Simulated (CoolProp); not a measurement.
Dimethyl ether at several states: density (kg/m³) from the reference equation and from simpler models built on Tc = 400.4 K, pc = 5.337 MPa, ω = 0.196; each cubic takes its own stable root.

The numbers come from the reference Helmholtz-energy equation of state, Wu 2011 in CoolProp.

| T (K) | p (MPa) | phase | reference | van der Waals | Redlich-Kwong |
|---|---|---|---|---|---|
| 202.1 | 0.307 | liquid | 796.0 | 483.1 | 717.1 |
| 171.1 | 3.46 | liquid | 836.2 | 506.3 | 751.2 |
| 431.7 | 1.83 | gas | 26.13 | 25.84 | 26.08 |
